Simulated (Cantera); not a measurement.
An isothermal, constant-pressure homogeneous reactor starts with NO : N2 = 1 : 2.5 (molar parts), at 1725 K and 1.01 bar. Integrator tolerance rtol = 1e-08.

Model: GRI-Mech 3.0 (53 species, 325 reactions), integrated in Cantera.

Problem. What does this change do: pressure from 1.01 bar to 0.0660 bar?

Solution. 
```json
[
 {"quantity": "x(NO) at 50.0 s", "before": "0.0479 (gas-phase equilibrium 0.00274)", "after": "0.221 (gas-phase equilibrium 0.00274)"},
 {"quantity": "x(O) at 50.0 s", "before": "2.01e-5 (gas-phase equilibrium 2.18e-5)", "after": "4.33e-5 (gas-phase equilibrium 8.55e-5)"},
 {"quantity": "x(N2) at 50.0 s", "before": "0.833 (gas-phase equilibrium 0.856)", "after": "0.746 (gas-phase equilibrium 0.856)"},
 {"quantity": "x(N2O) at 50.0 s", "before": "1.04e-6 (gas-phase equilibrium 1.67e-7)", "after": "1.74e-5 (gas-phase equilibrium 4.26e-8)"},
 {"quantity": "x(NO2) at 50.0 s", "before": "0.000107 (gas-phase equilibrium 6.67e-6)", "after": "6.57e-5 (gas-phase equilibrium 1.70e-6)"},
 {"quantity": "x(O2) at 50.0 s", "before": "0.119 (gas-phase equilibrium 0.141)", "after": "0.0320 (gas-phase equilibrium 0.141)"}
]
```
